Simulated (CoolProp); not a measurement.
A single-stage vapour-compression cycle with the fluid: evaporating at 238.15 K (dew point), condensing at 286.15 K (bubble point), superheat 5 K, subcooling 0 K, compressor efficiency 0.6, no pressure losses. The same conditions are run with several fluids, on thermodynamics alone (safety and materials aside).

Computed with CoolProp (reference Helmholtz-energy equation of state of each fluid (R21: Platzer 1990; sulfur dioxide: Gao 2016; n-butane: Bücker 2006; R227EA: Lemmon 2016; propane: Lemmon 2009; R236FA: Pan 2012)). The equations of Platzer and Polt are older, rougher fits.

```csv
fluid,cooling COP,pressure ratio,discharge temperature (K),refrigerating effect (kJ/kg),volumetric capacity (kJ/m³)
R21,2.54,9.30,384.6,216,141
sulfur dioxide,2.41,8.92,?,348,?
n-butane,2.49,7.52,322.7,313,200
R227EA,2.26,?,301.0,90.6,327
propane,2.41,5.05,329.1,309,966
R236FA,2.38,9.08,311.7,122,183
```

Q: Fill in the missing entries.

A: 
- sulfur dioxide, discharge temperature (K): 465.1
- sulfur dioxide, volumetric capacity (kJ/m³): 322
- R227EA, pressure ratio: 7.38
